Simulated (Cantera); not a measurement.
A diamond (100) surface in a fixed gas of H2 with x(CH4) = 0.0044, x(H) = 0.00025, x(CH3) = 0.00021, at 1148 K; coverages are run to steady state.

Detailed kinetics in Cantera: the Harris–Goodwin 1993 mechanism for the reconstructed diamond (100) surface.

θ: site fractions in the mechanism's names (c6HH fully hydrogenated, c6H* and c6*H radical sites, c6** diradical, c6HM methylated).

| P (Pa) | growth (µm/h) | θ c6HH | θ c6H* | θ c6*H | θ c6** | θ c6HM |
|---|---|---|---|---|---|---|
| 390 | ___ | 0.536 | 0.0295 | 0.420 | 0.0102 | 0.000718 |
| 710 | ___ | 0.535 | 0.0295 | 0.420 | 0.0101 | 0.00131 |
| 1300 | ___ | 0.534 | 0.0294 | 0.419 | 0.0101 | 0.00240 |
| 2400 | ___ | 0.533 | 0.0293 | 0.417 | 0.0100 | 0.00438 |
| 4300 | ___ | 0.530 | 0.0292 | 0.415 | 0.00999 | 0.00768 |
| 7800 | ___ | 0.526 | 0.0289 | 0.411 | 0.00989 | 0.0134 |
| 14000 | ___ | 0.518 | 0.0285 | 0.405 | 0.00974 | 0.0223 |
| 26000 | ___ | 0.507 | 0.0278 | 0.395 | 0.00950 | 0.0366 |

**Question.** Some entries are withheld; supply them.

**Answer.** 
- 390, growth (µm/h): 0.0179
- 710, growth (µm/h): 0.0368
- 1300, growth (µm/h): 0.0788
- 2400, growth (µm/h): 0.180
- 4300, growth (µm/h): 0.424
- 7800, growth (µm/h): 1.08
- 14000, growth (µm/h): 2.82
- 26000, growth (µm/h): 7.83
